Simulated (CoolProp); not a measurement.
Vapour-liquid equilibrium of n-heptane (1) + p-xylene (2) at 381 K; x and y are mole fractions of (1).

The numbers come from the multi-fluid Helmholtz-energy mixture model, Span 2003 and Zhou 2012; pair parameters Bell 2016 in CoolProp.

```json
[
 {"x": "0.05", "bubble pressure, mixture model (MPa)": "0.04777", "bubble pressure, Raoult's law (MPa)": "0.04609", "y, mixture model": "0.170", "y, Raoult's law": "0.144"},
 {"x": "0.2", "bubble pressure, mixture model (MPa)": "0.06445", "bubble pressure, Raoult's law (MPa)": "0.05977", "y, mixture model": "0.471", "y, Raoult's law": "0.444"},
 {"x": "0.35", "bubble pressure, mixture model (MPa)": "0.07894", "bubble pressure, Raoult's law (MPa)": "0.07345", "y, mixture model": "0.637", "y, Raoult's law": "0.633"},
 {"x": "0.5", "bubble pressure, mixture model (MPa)": "0.09206", "bubble pressure, Raoult's law (MPa)": "0.08713", "y, mixture model": "0.751", "y, Raoult's law": "0.762"},
 {"x": "0.65", "bubble pressure, mixture model (MPa)": "0.1044", "bubble pressure, Raoult's law (MPa)": "0.1008", "y, mixture model": "0.838", "y, Raoult's law": "0.856"},
 {"x": "0.8", "bubble pressure, mixture model (MPa)": "0.1165", "bubble pressure, Raoult's law (MPa)": "0.1145", "y, mixture model": "0.912", "y, Raoult's law": "0.927"},
 {"x": "0.95", "bubble pressure, mixture model (MPa)": "0.1286", "bubble pressure, Raoult's law (MPa)": "0.1282", "y, mixture model": "0.979", "y, Raoult's law": "0.984"}
]
```

The largest gap from Raoult's law is +7.8 % in bubble pressure, at x = 0.2. No azeotrope shows between x = 0.05 and 0.95.

The pair parameters rest on a limited set of measurements; away from them the model extrapolates.
